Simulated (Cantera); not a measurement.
## Titanium nitride, carbide and oxide coatings: Ti(OiPr)4 + CH4 + H2

Feed: 1 mol Ti(OiPr)4, 1.8 mol CH4, 20 mol H2, held at 21.0 mbar.

Equilibrium computed with Cantera from the NASA thermochemical tables; the gas is ideal and each condensed phase is pure. Candidate condensed phases: C, C6H6, C7H8, C8H18, H2O, Ti, TiC, TiO, TiO2, Ti2O3, Ti3O5, Ti4O7; 113 gas species. The feed counts by its element totals alone. TiC: taken at fixed stoichiometry. The numbers say what is thermodynamically allowed, not how fast it happens.

From 1002 °C to 1827 °C the condensed part is C(graphite) + TiC(s).

```json
[
 {"T (°C)": "1002", "x H2": "0.904", "x CO": "0.0961", "x H": "4.84e-6", "x C2H2 (acetylene)": "3.47e-7", "x CH4": "0.000159", "x H2O": "2.13e-5", "x CH3": "1.66e-8", "x CO2": "1.36e-6", "n C(graphite)": "8.79", "n TiC(s)": "1.00"},
 {"T (°C)": "1077", "x H2": "0.904", "x CO": "0.0962", "x H": "1.56e-5", "x C2H2 (acetylene)": "1.12e-6", "x CH4": "9.89e-5", "x H2O": "1.05e-5", "x CH3": "3.40e-8", "x CO2": "5.66e-7", "n C(graphite)": "8.80", "n TiC(s)": "1.00"},
 {"T (°C)": "1152", "x H2": "0.904", "x CO": "0.0962", "x H": "4.47e-5", "x C2H2 (acetylene)": "3.19e-6", "x CH4": "6.46e-5", "x H2O": "5.54e-6", "x CH3": "6.43e-8", "x CO2": "2.59e-7", "n C(graphite)": "8.80", "n TiC(s)": "1.00"},
 {"T (°C)": "1227", "x H2": "0.904", "x CO": "0.0961", "x H": "0.000115", "x C2H2 (acetylene)": "8.16e-6", "x CH4": "4.41e-5", "x H2O": "3.13e-6", "x CH3": "1.14e-7", "x CO2": "1.29e-7", "n C(graphite)": "8.80", "n TiC(s)": "1.00"},
 {"T (°C)": "1302", "x H2": "0.904", "x CO": "0.0961", "x H": "0.000273", "x C2H2 (acetylene)": "1.91e-5", "x CH4": "3.12e-5", "x H2O": "1.87e-6", "x CH3": "1.91e-7", "x CO2": "6.87e-8", "n C(graphite)": "8.80", "n TiC(s)": "1.00"},
 {"T (°C)": "1377", "x H2": "0.903", "x CO": "0.0961", "x H": "0.000596", "x C2H2 (acetylene)": "4.12e-5", "x CH4": "2.28e-5", "x H2O": "1.17e-6", "x CH3": "3.06e-7", "x CO2": "3.89e-8", "n C(graphite)": "8.80", "n TiC(s)": "1.00"},
 {"T (°C)": "1452", "x H2": "0.903", "x CO": "0.0961", "x H": "0.00122", "x C2H2 (acetylene)": "8.32e-5", "x CH4": "1.71e-5", "x H2O": "7.66e-7", "x CH3": "4.68e-7", "x CO2": "2.32e-8", "n C(graphite)": "8.79", "n TiC(s)": "1.00"},
 {"T (°C)": "1527", "x H2": "0.901", "x CO": "0.0960", "x H": "0.00235", "x C2H2 (acetylene)": "0.000158", "x CH4": "1.31e-5", "x H2O": "5.18e-7", "x CH3": "6.91e-7", "x CO2": "1.45e-8", "n C(graphite)": "8.79", "n TiC(s)": "1.00"},
 {"T (°C)": "1602", "x H2": "0.899", "x CO": "0.0959", "x H": "0.00429", "x C2H2 (acetylene)": "0.000285", "x CH4": "1.03e-5", "x H2O": "3.62e-7", "x CH3": "9.87e-7", "x CO2": "9.38e-9", "n C(graphite)": "8.78", "n TiC(s)": "1.00"},
 {"T (°C)": "1677", "x H2": "0.896", "x CO": "0.0958", "x H": "0.00749", "x C2H2 (acetylene)": "0.000490", "x CH4": "8.21e-6", "x H2O": "2.59e-7", "x CH3": "1.37e-6", "x CO2": "6.30e-9", "n C(graphite)": "8.76", "n TiC(s)": "1.000"},
 {"T (°C)": "1752", "x H2": "0.891", "x CO": "0.0956", "x H": "0.0125", "x C2H2 (acetylene)": "0.000806", "x CH4": "6.63e-6", "x H2O": "1.90e-7", "x CH3": "1.84e-6", "x CO2": "4.36e-9", "n C(graphite)": "8.73", "n TiC(s)": "1.000"},
 {"T (°C)": "1827", "x H2": "0.883", "x CO": "0.0952", "x H": "0.0202", "x C2H2 (acetylene)": "0.00128", "x CH4": "5.41e-6", "x H2O": "1.42e-7", "x CH3": "2.41e-6", "x CO2": "3.09e-9", "n C(graphite)": "8.69", "n TiC(s)": "1.000"}
]
```
x: gas mole fraction; n: condensed amount in mol.
